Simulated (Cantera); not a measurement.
An adiabatic, constant-pressure homogeneous reactor starts with CH4 : O2 : N2 : H2O = 1 : 2.53 : 10.1 : 0.3 (molar parts), equivalence ratio 0.79, at 1473 K and 18.0 bar. Integrator tolerance rtol = 1e-08.

Model: GRI-Mech 3.0 (53 species, 325 reactions), integrated in Cantera. The pressure lies above the range GRI-Mech 3.0 was tuned for (to about 10 atm).

### Question
What does this change do: O2 2.53 to 1.2 parts?

### Answer
```tsv
quantity	before	after
time of steepest temperature rise	0.142 ms	0.437 ms
temperature at 6.00 s	2728 K	2229 K
equilibrium temperature	2728 K	2229 K
x(CH4) at 6.00 s	<1e-12 (gas-phase equilibrium <1e-12)	4.74e-10 (gas-phase equilibrium 5.29e-10)
x(O2) at 6.00 s	0.0340 (gas-phase equilibrium 0.0340)	3.11e-7 (gas-phase equilibrium 3.11e-7)
x(H2O) at 6.00 s	0.154 (gas-phase equilibrium 0.154)	0.109 (gas-phase equilibrium 0.109)
x(CH2) at 6.00 s	<1e-12 (gas-phase equilibrium <1e-12)	<1e-12 (gas-phase equilibrium <1e-12)
x(CH2CO) at 6.00 s	<1e-12 (gas-phase equilibrium <1e-12)	<1e-12 (gas-phase equilibrium <1e-12)
x(N2O) at 6.00 s	2.87e-6 (gas-phase equilibrium 2.87e-6)	3.71e-9 (gas-phase equilibrium 3.71e-9)
x(OH) at 6.00 s	0.0106 (gas-phase equilibrium 0.0106)	9.87e-5 (gas-phase equilibrium 9.87e-5)
```
